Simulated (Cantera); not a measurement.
Input: 1 mol MgCO3, 5.9 mol O2, 2.1 mol CO2, at 1500 K and 1.00 bar.

Cantera equilibrium calculation (NASA polynomials, part measured and part estimated; ideal gas, pure solids and liquids). Candidate condensed phases: C, Mg, MgCO3, MgO; 15 gas species. Equilibrium is a limit: real reactors are often held back by kinetics, nucleation or transport.

Q: What is the equilibrium state?

A: 
| Quantity | Result |
|---|---|
| x(O2) | 0.656 |
| x(CO2) | 0.344 |
| x(O) | 3.28e-6 |
| x(CO) | 2.08e-6 |
| n(MgO(s)) | 1.00 mol |
| gas amount | 9.000 mol |
| log10 activity of C(graphite) (absent) | -14.08 |
| log10 activity of Mg(l) (absent) | -15.07 |
